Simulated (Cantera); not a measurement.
**MgCO3 + SO3 + H2O (roasting and sulfation)**

Charge: 1 mol MgCO3, 0.48 mol SO3, 2.1 mol H2O, held at 0.230 bar.

Equilibrium computed with Cantera from the NASA thermochemical tables; the gas is ideal and each condensed phase is pure. Candidate condensed phases: C, C6H6, C7H8, C8H18, H2O, H2SO4, Mg, MgCO3, MgO, Mg(OH)2, MgS, MgSO4, S; 130 gas species. Mutual solubility and eutectic melting of coexisting phases are not modelled. Kinetics and transport are ignored.

```
T (K)  x H2O  x CO2    x SO2      x O2     x SO3  n MgO(s)  n MgSO4(s)
-----  -----  -----  -------  --------  --------  --------  ----------
773    0.677  0.323  1.48e-7   7.41e-8   1.11e-9     0.520       0.480
848    0.677  0.323  4.83e-6   2.41e-6   5.37e-8     0.520       0.480
923    0.677  0.323  8.83e-5   4.41e-5   1.36e-6     0.520       0.480
998    0.676  0.322  0.00103  0.000515   2.07e-5     0.523       0.477
1073   0.669  0.318  0.00842   0.00421  0.000213     0.547       0.453
1148   0.624  0.297   0.0517    0.0259   0.00159     0.699       0.301
1223   0.551  0.262    0.123    0.0614   0.00312      1.00           0
1298   0.550  0.262    0.124    0.0620   0.00183      1.00           0
1373   0.550  0.262    0.125    0.0623   0.00113      1.00           0
1448   0.550  0.262    0.125    0.0625  0.000737      1.00           0
1523   0.550  0.262    0.125    0.0625  0.000500     1.000           0
1598   0.550  0.262    0.125    0.0626  0.000352     1.000           0
```
x: gas mole fraction; n: condensed amount in mol.

From 773 K to 1148 K the condensed part is MgO(s) + MgSO4(s). From 1223 K to 1598 K the condensed part is MgO(s).
